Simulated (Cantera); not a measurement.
A perfectly stirred reactor is fed with CH4 : H2 : O2 : N2 = 1 : 0.94 : 4.26 : 16 (molar parts), equivalence ratio 0.58, at 1.00 atm; it is adiabatic with a 625 K inlet, and is followed from long to short residence time, starting on the burning branch (τ in s: 0.066, 0.035, 0.018, 0.0097, 0.0051, 0.0027, 0.0014, 0.00075, 0.0004, 0.00021, 0.00011, 5.8e-05).

Model: GRI-Mech 3.0 (53 species, 325 reactions), integrated in Cantera.

What does this change do: pressure from 1.00 atm to 9.87 atm?


| quantity | before | after |
|---|---|---|
| blow-out, bracketed by the residence times tried | burning at 58.0 µs, the shortest tried | burning at 58.0 µs, the shortest tried |
| x(CH4) at τ = 66.0 ms | 6.41e-6 | 2.13e-6 |
| x(H2) at τ = 66.0 ms | 0.000209 | 3.13e-5 |
| x(O2) at τ = 66.0 ms | 0.0820 | 0.0822 |
| x(CO) at τ = 66.0 ms | 0.000388 | 6.81e-5 |
| x(CH3) at τ = 66.0 ms | 1.78e-6 | 5.38e-7 |
| x(CH4) at τ = 1.40 ms | 7.78e-5 | 4.72e-5 |
| x(H2) at τ = 1.40 ms | 0.00200 | 0.000208 |
| x(O2) at τ = 1.40 ms | 0.0827 | 0.0825 |
| x(CO) at τ = 1.40 ms | 0.00399 | 0.000871 |
| x(CH3) at τ = 1.40 ms | 1.54e-5 | 1.22e-5 |
